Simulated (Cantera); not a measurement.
Input (Python, Cantera):

```python
import numpy as np
import cantera as ct

gas = ct.Solution("h2o2.yaml")
gas.TPX = 1275, 101325, {'H2': 1, 'O2': 0.5, 'N2': 1.9, 'H2O': 0.28}
reactor = ct.IdealGasConstPressureReactor(gas, energy="on", clone=False)
net = ct.ReactorNet([reactor])
net.rtol, net.atol = 1e-08, 1e-16
show = ['H2', 'O2', 'H2O', 'H2O2', 'HO2', 'OH', 'O']
times = np.geomspace(8e-06, 0.4, 16)

steps = ct.SolutionArray(gas, extra=["t"])
rows = []
print(f"{'t/s':>10s}{'T/K':>9s}{'P/Pa':>11s}" + "".join(f"{s:>11s}" for s in show))
for t in times:
    while net.time < t:
        t_next = net.step()
        steps.append(gas.state, t=t_next)
    rows.append([np.interp(t, steps.t, y) for y in (steps.T, steps.P, *steps(*show).X.T)])
    print(f"{t:10.3e}{rows[-1][0]:9.1f}{rows[-1][1]:11.4g}" + "".join(f"{x:11.3e}" for x in rows[-1][2:]))
rate = np.gradient(steps.T, steps.t)
print("integrator steps:", len(steps.t))
if steps.T.max() > steps.T[0] + 200:
    print(f"time of steepest temperature rise: {steps.t[rate.argmax()]:.4e} s")
gas.TPX = 1275, 101325, {'H2': 1, 'O2': 0.5, 'N2': 1.9, 'H2O': 0.28}
gas.equilibrate("HP")
print(f"equilibrium (HP): T = {gas.T:.1f} K  " + "  ".join(f"{s} {gas[s].X[0]:.3e}" for s in show))
```

Output:

```
       t/s      T/K       P/Pa         H2         O2        H2O       H2O2        HO2         OH          O
 8.000e-06   1275.0  1.013e+05  2.717e-01  1.359e-01  7.609e-02  1.528e-09  1.830e-07  4.682e-08  7.339e-08
 1.646e-05   1275.0  1.013e+05  2.717e-01  1.358e-01  7.612e-02  3.680e-08  4.772e-06  1.909e-06  2.973e-06
 3.385e-05   1442.8  1.013e+05  1.706e-01  9.215e-02  1.530e-01  3.089e-06  7.237e-05  6.240e-03  7.554e-03
 6.964e-05   2258.0  1.013e+05  5.805e-02  2.531e-02  2.840e-01  4.155e-07  9.460e-06  2.758e-02  1.219e-02
 1.433e-04   2547.5  1.013e+05  4.701e-02  1.815e-02  3.145e-01  3.282e-07  5.823e-06  2.625e-02  6.557e-03
 2.947e-04   2671.5  1.013e+05  3.993e-02  1.473e-02  3.302e-01  3.944e-07  5.495e-06  2.371e-02  4.383e-03
 6.063e-04   2688.6  1.013e+05  3.883e-02  1.423e-02  3.325e-01  4.102e-07  5.478e-06  2.326e-02  4.107e-03
 1.247e-03   2688.8  1.013e+05  3.881e-02  1.422e-02  3.325e-01  4.104e-07  5.478e-06  2.325e-02  4.103e-03
 2.566e-03   2688.8  1.013e+05  3.881e-02  1.422e-02  3.325e-01  4.104e-07  5.478e-06  2.325e-02  4.103e-03
 5.278e-03   2688.8  1.013e+05  3.881e-02  1.422e-02  3.325e-01  4.104e-07  5.478e-06  2.325e-02  4.103e-03
 1.086e-02   2688.8  1.013e+05  3.881e-02  1.422e-02  3.325e-01  4.104e-07  5.478e-06  2.325e-02  4.103e-03
 2.234e-02   2688.8  1.013e+05  3.881e-02  1.422e-02  3.325e-01  4.104e-07  5.478e-06  2.325e-02  4.103e-03
 4.595e-02   2688.8  1.013e+05  3.881e-02  1.422e-02  3.325e-01  4.104e-07  5.478e-06  2.325e-02  4.103e-03
 9.452e-02   2688.8  1.013e+05  3.881e-02  1.422e-02  3.325e-01  4.104e-07  5.478e-06  2.325e-02  4.103e-03
 1.944e-01   2688.8  1.013e+05  3.881e-02  1.422e-02  3.325e-01  4.104e-07  5.478e-06  2.325e-02  4.103e-03
 4.000e-01   2688.8  1.013e+05  3.881e-02  1.422e-02  3.325e-01  4.104e-07  5.478e-06  2.325e-02  4.103e-03
integrator steps: 1129
time of steepest temperature rise: 3.5043e-05 s
equilibrium (HP): T = 2688.8 K  H2 3.881e-02  O2 1.422e-02  H2O 3.325e-01  H2O2 4.104e-07  HO2 5.478e-06  OH 2.325e-02  O 4.103e-03
```

Cantera simulation using the H2/O2 subset of GRI-Mech 3.0, which has no nitrogen chemistry; the numbers are that mechanism's predictions, not measurements.
